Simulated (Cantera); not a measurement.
Source: NASA polynomial tables (part measured, part estimated), evaluated in Cantera. Values are per mole of reaction as written; species without (g) are pure solids or liquids, kept so even where they would boil at 1 bar.

F2(g) + CaCl2 → 2 Cl(g) + CaF2, with ΔH° = -187.5 kJ and ΔS° = 91.6 J/K at 300 K.

Question: How far is the shortcut ΔG° ≈ ΔH°(300 K) − T·ΔS°(300 K) from the full temperature-dependent value at 1250, 1400, 1550, 1700, 1850, 2000 K?

Answer: 
```tsv
T (K)	shortcut (kJ)	full (kJ)	difference (kJ)	difference in log10 K	condensed phases
1250	-302.0	-304.9	2.9	-0.12	CaCl2(l), CaF2(s)
1400	-315.7	-316.5	0.8	-0.03	CaCl2(l), CaF2(s)
1550	-329.4	-328.8	-0.7	0.02	CaCl2(l), CaF2(s)
1700	-343.2	-341.7	-1.5	0.05	CaCl2(l), CaF2(l)
1850	-356.9	-357.2	0.3	-0.01	CaCl2(l), CaF2(l)
2000	-370.6	-372.8	2.1	-0.06	CaCl2(l), CaF2(l)
```
The shortcut ignores heat capacities and the phase changes listed.
